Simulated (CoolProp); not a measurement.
Properties of n-perfluorohexane along the isotherm 450 K (Tc = 448.0 K, pc = 17.42 bar, ω = 0.497).

Model: reference Helmholtz-energy equation of state, Gao 2022, in CoolProp.

```json
[
 {"p (bar)": "3.63", "phase": "gas", "cp (kJ/(kg K))": "1.024", "Joule-Thomson coefficient (K/MPa)": "8.792", "isothermal compressibility (1/MPa)": "2.995"},
 {"p (bar)": "7.26", "phase": "gas", "cp (kJ/(kg K))": "1.053", "Joule-Thomson coefficient (K/MPa)": "10.35", "isothermal compressibility (1/MPa)": "1.684"},
 {"p (bar)": "10.9", "phase": "gas", "cp (kJ/(kg K))": "(withheld)", "Joule-Thomson coefficient (K/MPa)": "12.93", "isothermal compressibility (1/MPa)": "1.349"},
 {"p (bar)": "14.5", "phase": "gas", "cp (kJ/(kg K))": "1.282", "Joule-Thomson coefficient (K/MPa)": "18.12", "isothermal compressibility (1/MPa)": "(withheld)"},
 {"p (bar)": "18.1", "phase": "supercritical", "cp (kJ/(kg K))": "12.83", "Joule-Thomson coefficient (K/MPa)": "26.67", "isothermal compressibility (1/MPa)": "13.65"},
 {"p (bar)": "21.8", "phase": "supercritical", "cp (kJ/(kg K))": "(withheld)", "Joule-Thomson coefficient (K/MPa)": "4.402", "isothermal compressibility (1/MPa)": "(withheld)"},
 {"p (bar)": "25.4", "phase": "supercritical", "cp (kJ/(kg K))": "1.458", "Joule-Thomson coefficient (K/MPa)": "2.626", "isothermal compressibility (1/MPa)": "0.1268"},
 {"p (bar)": "29", "phase": "supercritical", "cp (kJ/(kg K))": "1.384", "Joule-Thomson coefficient (K/MPa)": "1.877", "isothermal compressibility (1/MPa)": "0.08594"},
 {"p (bar)": "32.7", "phase": "supercritical", "cp (kJ/(kg K))": "1.341", "Joule-Thomson coefficient (K/MPa)": "1.442", "isothermal compressibility (1/MPa)": "(withheld)"},
 {"p (bar)": "36.3", "phase": "supercritical", "cp (kJ/(kg K))": "1.314", "Joule-Thomson coefficient (K/MPa)": "1.166", "isothermal compressibility (1/MPa)": "(withheld)"},
 {"p (bar)": "39.9", "phase": "supercritical", "cp (kJ/(kg K))": "(withheld)", "Joule-Thomson coefficient (K/MPa)": "0.9681", "isothermal compressibility (1/MPa)": "(withheld)"},
 {"p (bar)": "43.5", "phase": "supercritical", "cp (kJ/(kg K))": "1.279", "Joule-Thomson coefficient (K/MPa)": "0.8189", "isothermal compressibility (1/MPa)": "0.03794"}
]
```

### Question
What belongs in the gaps?

### Answer

- 10.9, cp (kJ/(kg K)): 1.111
- 14.5, isothermal compressibility (1/MPa): 1.447
- 21.8, cp (kJ/(kg K)): 1.646
- 21.8, isothermal compressibility (1/MPa): 0.2461
- 32.7, isothermal compressibility (1/MPa): 0.06477
- 36.3, isothermal compressibility (1/MPa): 0.05235
- 39.9, cp (kJ/(kg K)): 1.294
- 39.9, isothermal compressibility (1/MPa): 0.04397

The peak of cp marks the crossing from liquid-like to gas-like fluid above the critical point.
